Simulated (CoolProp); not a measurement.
Saturation properties of the fluoroketone C6F12O (FK-5-1-12) (Tc = 441.8 K, pc = 1.869 MPa, ω = 0.471).

Values from CoolProp's reference Helmholtz-energy equation of state, McLinden 2015.

| T (K) | p (MPa) | liquid density (kg/m³) | liquid cp (kJ/(kg K)) | vapour Z |
|---|---|---|---|---|
| 348.3 | 0.2311 | 1437 | 1.153 | 0.8848 |
| 350.6 | 0.2468 | 1428 | 1.157 | 0.8793 |
| 352.8 | 0.2625 | 1420 | 1.160 | 0.8739 |
| 355.1 | 0.2798 | 1412 | 1.164 | 0.8681 |
| 357.3 | 0.2971 | 1403 | 1.168 | 0.8624 |
| 359.5 | 0.3153 | 1395 | 1.171 | 0.8565 |
| 361.8 | 0.3351 | 1386 | 1.175 | 0.8502 |
| 364 | 0.3550 | 1377 | 1.180 | 0.8439 |
| 366.2 | 0.3757 | 1368 | 1.184 | 0.8375 |
| 368.5 | 0.3984 | 1358 | 1.188 | 0.8306 |
| 370.7 | 0.4210 | 1349 | 1.193 | 0.8238 |
| 372.9 | 0.4445 | 1340 | 1.198 | 0.8168 |
| 375.2 | 0.4703 | 1330 | 1.203 | 0.8092 |
| 377.4 | 0.4959 | 1320 | 1.209 | 0.8018 |

It boils at 322.2 K under 1 atm.
